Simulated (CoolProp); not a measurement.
Vapour-liquid equilibrium of toluene (1) + n-decane (2) at 370.5 K; x and y are mole fractions of (1).

Computed with CoolProp (multi-fluid Helmholtz-energy mixture model, Lemmon 2006 and Lemmon 2006; pair parameters Bell 2016).

| x | bubble pressure (kPa) | y at the bubble point | dew pressure at overall composition x (kPa) | liquid density (mol/L) |
|---|---|---|---|---|
| 0.05 | 11.77 | 0.304 | 9.002 | 4.821 |
| 0.2 | 21.88 | 0.683 | 10.46 | 5.200 |
| 0.35 | 31.85 | 0.821 | 12.48 | 5.633 |
| 0.5 | 41.02 | 0.890 | 15.47 | 6.134 |
| 0.65 | 49.41 | 0.932 | 20.37 | 6.723 |
| 0.8 | 57.41 | 0.964 | 29.83 | 7.425 |
| 0.95 | 65.60 | 0.991 | 53.71 | 8.277 |

No azeotrope shows between x = 0.05 and 0.95.

The pair parameters rest on a limited set of measurements; away from them the model extrapolates.
